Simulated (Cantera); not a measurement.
# Thermodynamics of roasting and sulfation, feed FeS2 + H2S + H2O + SO2

Charge: 1 mol FeS2, 0.086 mol H2S, 4.4 mol H2O, 0.054 mol SO2, at 1373.15 K and 0.133 bar.

Method: chemical equilibrium by Gibbs-energy minimisation in Cantera with the NASA 1993 tables (ideal gas, pure condensed phases). Candidate condensed phases: Fe, FeO, Fe(OH)2, Fe(OH)3, FeS, FeSO4, FeS2, Fe2O3, Fe2(SO4)3, Fe3O4, H2O, H2SO4, S; 22 gas species. FeS: taken at fixed stoichiometry. The numbers say what is thermodynamically allowed, not how fast it happens.

```yaml
x(H2O): 0.765
x(H2): 0.0709
x(SO2): 0.0592
x(S2): 0.0585
x(H2S): 0.0445
x(S2O): 0.000899
x(SO): 0.000693
x(SH): 0.000602
x(S): 5.40e-6
n(FeS(s)): 1.000 mol
gas_amount: 5.095 mol
log10 activity of Fe(γ) (absent): -1.80
log10 activity of S(l) (absent): -2.12
log10 activity of Fe(OH)2(s) (absent): -6.77
```
